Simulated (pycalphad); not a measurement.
Source of the numbers: pycalphad with the COST 507 light-alloy database (1999); pressure 1 atm. The data set is of 1999 and partly superseded.

Molar enthalpy of Si-90Al (at.%) in equilibrium (SER reference):

```csv
T (K),H (kJ/mol),phases
2350,75.71,LIQUID
2250,72.59,LIQUID
2150,69.46,LIQUID
2050,66.33,LIQUID
1950,63.20,LIQUID
1850,60.07,LIQUID
1750,56.94,LIQUID
1650,53.81,LIQUID
1550,50.68,LIQUID
1450,47.55,LIQUID
1350,44.42,LIQUID
1250,41.29,LIQUID
1150,38.16,LIQUID
1050,35.04,LIQUID
950,31.92,LIQUID
900,30.36,LIQUID
850,15.80,FCC_A1 + DIAMOND_A4
800,14.04,FCC_A1 + DIAMOND_A4
750,12.38,FCC_A1 + DIAMOND_A4
650,9.32,FCC_A1 + DIAMOND_A4
550,6.48,FCC_A1 + DIAMOND_A4
```

Cooling from 900 K to 850 K, across the freezing range, releases 14.6 kJ/mol, or 538 J/g. The slope is 31 J/(mol K) in the liquid and 35 J/(mol K) just below the solidus, where it includes any heat of precipitation. Liquidus 866 K, solidus 850 K. Changes were sought between steps of 50 K, so a narrower field can be missed.

FCC_A1 is fcc; DIAMOND_A4 is diamond (Si).
